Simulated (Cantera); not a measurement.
Feed: 1 mol Si, 25 mol HCl, 2.5 mol H2, equilibrated at 0.100 bar.

These are equilibrium values from Cantera (NASA tables, ideal gas, pure condensed phases), not measurements of a reactor. Candidate condensed phases: Si; 19 gas species. The tables' values for SiCl3 are old estimates; treat these amounts as uncertain. Equilibrium is a limit: real reactors are often held back by kinetics, nucleation or transport. All values below are at 1148 K.

Base state: HCl 0.793, H2 0.170, SiCl4 0.0375, SiHCl3 0.000161, SiCl3 0.000112 (mole fractions); condensed: gas only.

**Question.** What changes in the equilibrium state with this change: HCl from 25 to 10 mol?

**Answer.** 
```tsv
species	before	after
HCl	0.793	0.524
H2	0.170	0.390
SiCl4	0.0375	0.0850
SiCl2	3.71e-6	4.44e-5
SiHCl3	0.000161	0.00127
```
